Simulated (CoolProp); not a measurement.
Vapour-liquid equilibrium of benzene (1) + n-octane (2) at 41.05 °C; x and y are mole fractions of (1).

Model: multi-fluid Helmholtz-energy mixture model, Thol 2012 and Beckmüller 2019; pair parameters Bell 2016, in CoolProp.

```csv
x,bubble pressure (MPa),y at the bubble point,dew pressure at overall composition x (MPa),liquid density (mol/L)
0.05,0.005852,0.288,0.004576,6.146
0.15,0.008756,0.572,0.005037,6.457
0.25,0.01146,0.709,0.005601,6.796
0.35,0.01389,0.787,0.006307,7.170
0.45,0.01602,0.839,0.007215,7.582
0.55,0.01792,0.876,0.008427,8.042
0.65,0.01964,0.906,0.01012,8.555
0.75,0.02127,0.933,0.01262,9.135
0.85,0.02289,0.958,0.01656,9.792
0.95,0.02458,0.985,0.02236,10.54
```

No azeotrope shows between x = 0.05 and 0.95.

Pair parameters are fitted to limited data, so mixtures are less certain than the pure fluids.
